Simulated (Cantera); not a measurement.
An isothermal, constant-pressure homogeneous reactor starts with 5.88 % C2H4, 94.1 % H2, at 1173 K and 750 Torr.

Detailed kinetics in Cantera: GRI-Mech 3.0 (53 species, 325 reactions). GRI-Mech 3.0 was tuned for natural gas; its chemistry of ethylene as a main component is partial and can be far from experiment. GRI-Mech 3.0 stops at C3 and has no aromatics, soot or wall deposition, so with more carbon than oxygen in the feed, carbon stays in small species such as C2H2 where larger ones or solid carbon would form.

x: mole fraction; the columns are a selection and need not sum to one.

| t (s) | x C2H4 | x H2 | x C2H6 | x H | x CH2 |
|---|---|---|---|---|---|
| 2.00e-5 | 0.0588 | 0.941 | 2.69e-11 | 1.59e-11 | <1e-12 |
| 7.19e-5 | 0.0588 | 0.941 | 3.61e-10 | 5.52e-11 | <1e-12 |
| 0.000258 | 0.0588 | 0.941 | 4.70e-9 | 1.97e-10 | <1e-12 |
| 0.000928 | 0.0588 | 0.941 | 6.12e-8 | 7.10e-10 | <1e-12 |
| 0.00334 | 0.0588 | 0.941 | 8.32e-7 | … | <1e-12 |
| 0.0120 | 0.0588 | 0.941 | 2.00e-5 | … | <1e-12 |
| 0.0431 | 0.0555 | 0.941 | 0.00312 | … | <1e-12 |
| 0.155 | 0.0451 | 0.936 | 0.00848 | … | <1e-12 |
| 0.557 | 0.0346 | 0.923 | 0.00645 | … | 1.51e-12 |
| 2.00 | 0.0197 | 0.902 | 0.00360 | … | 1.51e-12 |

### Question
Fill in the missing entries.

### Answer

- 0.00334, x H: 2.83e-9
- 0.0120, x H: 2.92e-8
- 0.0431, x H: 1.50e-6
- 0.155, x H: 2.20e-6
- 0.557, x H: 1.88e-6
- 2.00, x H: 1.34e-6
